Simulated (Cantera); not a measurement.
Cantera run, input and output.

```python
import numpy as np
import cantera as ct

gas = ct.Solution("gri30.yaml")
gas.TPX = 800, 69000, {'CH4': 1, 'C2H6': 0.071, 'C3H8': 1.3, 'O2': 21.9, 'N2': 91.9}
inlet = ct.Reservoir(gas, clone=True)
gas.equilibrate("HP")  # start burning
reactor = ct.IdealGasConstPressureReactor(gas, energy="on", clone=False)
exhaust = ct.Reservoir(gas, clone=True)
tau = [0.035, 0.02, 0.012, 0.0069, 0.004, 0.0023, 0.0014, 0.00079, 0.00046, 0.00027, 0.00015, 8.9e-05, 5.2e-05][0]
for a, b in ((inlet, reactor), (reactor, exhaust)):
    ct.MassFlowController(a, b, mdot=lambda t: reactor.mass / tau)
net = ct.ReactorNet([reactor])
show = ['CH4', 'C2H6', 'C3H8', 'CO', 'CH2O', 'HCO']

rows = []
print(f"{'tau/s':>10s}{'T/K':>9s}" + "".join(f"{s:>11s}" for s in show))
for tau in [0.035, 0.02, 0.012, 0.0069, 0.004, 0.0023, 0.0014, 0.00079, 0.00046, 0.00027, 0.00015, 8.9e-05, 5.2e-05]:
    net.initial_time = 0.0
    net.advance(30 * tau)
    before = gas.X
    net.advance(40 * tau)
    drift = np.max(np.abs(gas.X - before) / (gas.X + 1e-9))
    rows.append([gas.T, *gas[show].X, drift])
    print(f"{tau:10.3e}{gas.T:9.1f}" + "".join(f"{x:11.3e}" for x in gas[show].X))
```

Output:

```
     tau/s      T/K        CH4       C2H6       C3H8         CO       CH2O        HCO
 3.500e-02   1637.0  5.847e-06  1.051e-07  1.953e-06  7.006e-04  2.033e-06  4.483e-08
 2.000e-02   1631.7  8.288e-06  1.489e-07  2.754e-06  1.015e-03  3.022e-06  8.103e-08
 1.200e-02   1625.1  1.146e-05  2.050e-07  3.763e-06  1.423e-03  4.345e-06  1.388e-07
 6.900e-03   1615.6  1.645e-05  2.923e-07  5.299e-06  2.049e-03  6.459e-06  2.477e-07
 4.000e-03   1603.0  2.389e-05  4.209e-07  7.518e-06  2.933e-03  9.613e-06  4.362e-07
 2.300e-03   1585.8  3.587e-05  6.258e-07  1.098e-05  4.226e-03  1.458e-05  7.702e-07
 1.400e-03   1565.7  5.356e-05  9.263e-07  1.598e-05  5.881e-03  2.161e-05  1.275e-06
 7.900e-04   1535.0  9.101e-05  1.560e-06  2.638e-05  8.652e-03  3.539e-05  2.268e-06
 4.600e-04   1495.5  1.685e-04  2.880e-06  4.773e-05  1.254e-02  6.064e-05  3.885e-06
 2.700e-04   1434.1  4.074e-04  7.152e-06  1.144e-04  1.840e-02  1.234e-04  6.508e-06
 1.500e-04    800.0  8.608e-03  6.112e-04  1.119e-02 -3.733e-15  2.150e-15  2.427e-25
 8.900e-05    800.0  8.608e-03  6.112e-04  1.119e-02  5.768e-21  7.770e-16  8.765e-26
 5.200e-05    800.0  8.608e-03  6.112e-04  1.119e-02  2.811e-23  2.333e-16  2.630e-26
```

Model: GRI-Mech 3.0 (53 species, 325 reactions), integrated in Cantera. GRI-Mech 3.0 was tuned for natural gas; its chemistry of propane as a main component is partial and can be far from experiment.
